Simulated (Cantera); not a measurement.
Standard-state values (1 bar) from the NASA 1993 polynomials, evaluated with Cantera. Values are per mole of reaction as written; species without (g) are pure solids or liquids, kept so even where they would boil at 1 bar.

### Question
Between 2175 and 2925 K, where is each reaction favourable under standard conditions?
- 3 N₂O(g) + Cr ⇌ 6 N(g) + CrO₃(g)

### Answer
- 3 N₂O(g) + Cr ⇌ 6 N(g) + CrO₃(g): ΔG° is 1157 kJ at 2175 K and 773 kJ at 2925 K; it stays positive (K < 1). ΔH° is 2262 kJ and ΔS° 509 J/K at 2925 K.
